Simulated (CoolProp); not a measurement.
A closed Brayton cycle with nitrogen: compressor inlet 319.15 K and 3.1 MPa, high pressure 8.54 MPa, turbine inlet 725 K, compressor efficiency 0.85, turbine efficiency 0.9, recuperator effectiveness 0.8 (on enthalpy, no pinch check). Each further row changes one setting.

Computed with CoolProp (reference Helmholtz-energy equation of state, Span 2000).

```
case                           thermal efficiency (%)  net work (kJ/kg)  compressor to turbine work  compressor exit (K)  turbine exit (K)
-----------------------------  ----------------------  ----------------  --------------------------  -------------------  ----------------
as stated                                        20.6              42.1                        0.76                446.2             566.4
turbine inlet 675 K                              16.3              29.8                        0.82                446.2             526.0
compressor inlet 329.15 K                        18.8              37.8                        0.78                460.0             566.4
high pressure 7.26 MPa                           21.9              41.3                        0.72                423.3             589.3
recuperator effectiveness 0.5                    17.3              42.1                        0.76                446.2             566.4
```
